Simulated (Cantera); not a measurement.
An isothermal, constant-pressure homogeneous reactor starts with 1.02 % C2H6, 99.0 % N2, at 1400 K and 1.28 Torr.

Computed with Cantera and GRI-Mech 3.0 (53 species, 325 reactions). GRI-Mech 3.0 stops at C3 and has no aromatics, soot or wall deposition, so with more carbon than oxygen in the feed, carbon stays in small species such as C2H2 where larger ones or solid carbon would form. Radical loss at walls, strong at low pressure, is not modelled.

Problem. Predict: x(C2H6) at 40.0 s; x(CH2) at 40.0 s; x(C2H) at 40.0 s; x(CH4) at 40.0 s; x(C2H2) at 40.0 s.

Solution. 
| Quantity | Result |
|---|---|
| x(C2H6) at 40.0 s | 9.31e-8 (gas-phase equilibrium <1e-12) |
| x(CH2) at 40.0 s | 7.41e-9 (gas-phase equilibrium 5.08e-12) |
| x(C2H) at 40.0 s | 5.16e-9 (gas-phase equilibrium 1.21e-9) |
| x(CH4) at 40.0 s | 0.00161 (gas-phase equilibrium 4.99e-7) |
| x(C2H2) at 40.0 s | 0.00919 (gas-phase equilibrium 0.00149) |
